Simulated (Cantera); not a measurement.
What does this Cantera script print?

```python
import numpy as np
import cantera as ct

gas = ct.Solution("gri30.yaml")
gas.TPX = 1025, 100000, {'H2': 0.71, 'O2': 1, 'N2': 12}
reactor = ct.IdealGasConstPressureReactor(gas, energy="off", clone=False)
net = ct.ReactorNet([reactor])
net.rtol, net.atol = 1e-08, 1e-18
show = ['H2', 'O2', 'OH', 'N2O', 'NO2', 'NO', 'H']
times = np.geomspace(4e-05, 70, 11)

steps = ct.SolutionArray(gas, extra=["t"])
rows = []
print(f"{'t/s':>10s}{'T/K':>9s}{'P/Pa':>11s}" + "".join(f"{s:>11s}" for s in show))
for t in times:
    while net.time < t:
        t_next = net.step()
        steps.append(gas.state, t=t_next)
    rows.append([np.interp(t, steps.t, y) for y in (steps.T, steps.P, *steps(*show).X.T)])
    print(f"{t:10.3e}{rows[-1][0]:9.1f}{rows[-1][1]:11.4g}" + "".join(f"{x:11.3e}" for x in rows[-1][2:]))
rate = np.gradient(steps.T, steps.t)
print("integrator steps:", len(steps.t))
if steps.T.max() > steps.T[0] + 200:
    print(f"time of steepest temperature rise: {steps.t[rate.argmax()]:.4e} s")
gas.TPX = 1025, 100000, {'H2': 0.71, 'O2': 1, 'N2': 12}
gas.equilibrate("TP")
print(f"equilibrium (TP): T = {gas.T:.1f} K  " + "  ".join(f"{s} {gas[s].X[0]:.3e}" for s in show))
```

It prints:

```
       t/s      T/K       P/Pa         H2         O2         OH        N2O        NO2         NO          H
 4.000e-05   1025.0      1e+05  5.179e-02  7.294e-02  2.766e-11  1.646e-16  2.651e-29  2.751e-22  2.809e-10
 1.684e-04   1025.0      1e+05  5.179e-02  7.294e-02  2.182e-09  2.780e-14  1.327e-23  1.202e-18  2.105e-08
 7.090e-04   1025.0      1e+05  9.438e-03  5.263e-02  3.032e-04  1.926e-08  4.093e-10  2.043e-07  5.739e-04
 2.985e-03   1025.0      1e+05  1.916e-03  4.918e-02  8.068e-06  3.506e-08  2.675e-08  1.916e-07  2.825e-06
 1.257e-02   1025.0      1e+05  1.055e-03  4.878e-02  2.557e-06  4.010e-08  7.471e-08  1.438e-07  5.078e-07
 5.292e-02   1025.0      1e+05  3.271e-04  4.845e-02  1.200e-06  4.730e-08  1.247e-07  9.392e-08  7.661e-08
 2.228e-01   1025.0      1e+05  5.244e-05  4.832e-02  3.815e-07  5.236e-08  1.764e-07  4.225e-08  3.942e-09
 9.380e-01   1025.0      1e+05  6.601e-06  4.830e-02  1.031e-07  5.346e-08  1.941e-07  2.458e-08  1.412e-10
 3.949e+00   1025.0      1e+05  3.476e-07  4.830e-02  4.519e-08  5.257e-08  1.616e-07  5.709e-08  3.719e-12
 1.663e+01   1025.0      1e+05  5.350e-10  4.830e-02  3.763e-08  4.797e-08  5.209e-08  1.666e-07  6.030e-14
 7.000e+01   1025.0      1e+05  4.393e-11  4.830e-02  9.673e-08  3.284e-08  4.451e-09  2.142e-07  2.993e-14
integrator steps: 1832
equilibrium (TP): T = 1025.0 K  H2 4.405e-11  O2 4.829e-02  OH 9.380e-08  N2O 1.803e-09  NO2 4.570e-07  NO 2.106e-05  H 2.910e-14
```

Detailed kinetics in Cantera: GRI-Mech 3.0 (53 species, 325 reactions). The temperature is held fixed by assumption; the heat of reaction is taken as removed at once.
